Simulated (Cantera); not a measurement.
What does this Cantera script print?

```python
import numpy as np
import cantera as ct

gas = ct.Solution("gri30.yaml")
gas.TPX = 1500, 500000, {'CH4': 1, 'O2': 1.43, 'N2': 5.37}
reactor = ct.IdealGasReactor(gas, energy="on", clone=False)
net = ct.ReactorNet([reactor])
net.rtol, net.atol = 1e-08, 1e-16
show = ['CH4', 'O2', 'HO2', 'N2O', 'CH2', 'NO2', 'NO']
times = np.geomspace(5e-06, 4, 10)

steps = ct.SolutionArray(gas, extra=["t"])
rows = []
print(f"{'t/s':>10s}{'T/K':>9s}{'P/Pa':>11s}" + "".join(f"{s:>11s}" for s in show))
for t in times:
    while net.time < t:
        t_next = net.step()
        steps.append(gas.state, t=t_next)
    rows.append([np.interp(t, steps.t, y) for y in (steps.T, steps.P, *steps(*show).X.T)])
    print(f"{t:10.3e}{rows[-1][0]:9.1f}{rows[-1][1]:11.4g}" + "".join(f"{x:11.3e}" for x in rows[-1][2:]))
rate = np.gradient(steps.T, steps.t)
print("integrator steps:", len(steps.t))
if steps.T.max() > steps.T[0] + 200:
    print(f"time of steepest temperature rise: {steps.t[rate.argmax()]:.4e} s")
gas.TPX = 1500, 500000, {'CH4': 1, 'O2': 1.43, 'N2': 5.37}
gas.equilibrate("UV")
print(f"equilibrium (UV): T = {gas.T:.1f} K  " + "  ".join(f"{s} {gas[s].X[0]:.3e}" for s in show))
```

It prints:

```
       t/s      T/K       P/Pa        CH4         O2        HO2        N2O        CH2        NO2         NO
 5.000e-06   1500.0      5e+05  1.282e-01  1.833e-01  2.168e-06  1.156e-11  1.052e-12  3.896e-19  1.206e-15
 2.264e-05   1499.9      5e+05  1.282e-01  1.833e-01  5.948e-06  1.654e-10  4.764e-11  7.649e-17  2.037e-14
 1.025e-04   1502.9   5.01e+05  1.273e-01  1.829e-01  1.212e-05  1.578e-09  8.080e-10  1.669e-14  5.391e-13
 4.642e-04   3067.1   1.12e+06  6.306e-12  2.182e-03  3.612e-06  7.648e-07  1.164e-11  7.926e-07  4.215e-03
 2.102e-03   3065.1  1.119e+06  6.402e-12  2.138e-03  3.543e-06  7.890e-07  1.164e-11  8.677e-07  4.656e-03
 9.516e-03   3065.1  1.119e+06  6.402e-12  2.138e-03  3.543e-06  7.890e-07  1.164e-11  8.677e-07  4.656e-03
 4.309e-02   3065.1  1.119e+06  6.402e-12  2.138e-03  3.543e-06  7.890e-07  1.164e-11  8.677e-07  4.656e-03
 1.951e-01   3065.1  1.119e+06  6.402e-12  2.138e-03  3.543e-06  7.890e-07  1.164e-11  8.677e-07  4.656e-03
 8.834e-01   3065.1  1.119e+06  6.402e-12  2.138e-03  3.543e-06  7.890e-07  1.164e-11  8.677e-07  4.656e-03
 4.000e+00   3065.1  1.119e+06  6.402e-12  2.138e-03  3.543e-06  7.890e-07  1.164e-11  8.677e-07  4.656e-03
integrator steps: 1955
time of steepest temperature rise: 3.6292e-04 s
equilibrium (UV): T = 3065.1 K  CH4 7.528e-12  O2 2.138e-03  HO2 3.543e-06  N2O 7.890e-07  CH2 1.230e-11  NO2 8.677e-07  NO 4.656e-03
```

Cantera simulation using GRI-Mech 3.0 (53 species, 325 reactions); the numbers are that mechanism's predictions, not measurements. Above 3000 K some thermodynamic fits are extrapolated.
